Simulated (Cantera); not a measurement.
Hydrocarbon pyrolysis for carbon deposition

An isothermal, constant-pressure homogeneous reactor starts with CH₄ : N₂ = 1 : 57 (molar parts), at 1423 K and 608 Torr.

Detailed kinetics in Cantera: GRI-Mech 3.0 (53 species, 325 reactions). GRI-Mech 3.0 stops at C3 and has no aromatics, soot or wall deposition, so with more carbon than oxygen in the feed, carbon stays in small species such as C2H2 where larger ones or solid carbon would form.

| t (s) | x CH₄ | x C₂H₂ | x HCN | x CH₃ | x CH₂ | x H |
|---|---|---|---|---|---|---|
| 3.00e-6 | 0.0172 | <1e-12 | <1e-12 | 2.77e-9 | <1e-12 | 1.61e-9 |
| 1.94e-5 | 0.0172 | <1e-12 | <1e-12 | 2.50e-8 | <1e-12 | 3.32e-9 |
| 0.000126 | 0.0172 | <1e-12 | <1e-12 | 1.80e-7 | <1e-12 | 3.37e-9 |
| 0.000814 | 0.0172 | <1e-12 | <1e-12 | 1.17e-6 | 3.24e-12 | 3.40e-9 |
| 0.00527 | 0.0172 | 6.98e-10 | <1e-12 | 5.76e-6 | 7.20e-11 | 4.15e-9 |
| 0.0341 | 0.0172 | 3.65e-7 | <1e-12 | 1.38e-5 | 4.01e-10 | 9.52e-9 |
| 0.221 | 0.0165 | 9.88e-5 | 3.33e-11 | 2.35e-5 | 1.19e-9 | 7.31e-8 |
| 1.43 | 0.0135 | 0.00169 | 7.02e-10 | 1.44e-5 | 5.62e-10 | 2.98e-7 |
| 9.27 | 0.00685 | 0.00504 | 4.72e-9 | 6.17e-6 | 2.05e-10 | 6.88e-7 |
| 60.0 | 0.00151 | 0.00764 | 1.54e-8 | 1.39e-6 | 4.77e-11 | 1.06e-6 |
x: mole fraction; the columns are a selection and need not sum to one.

Equilibrium at this temperature and pressure: CH₄ 0.000212, C₂H₂ 0.00105, HCN 0.0146, CH₃ 2.00e-7, CH₂ 6.99e-12, H 1.18e-6 (gas phase only).
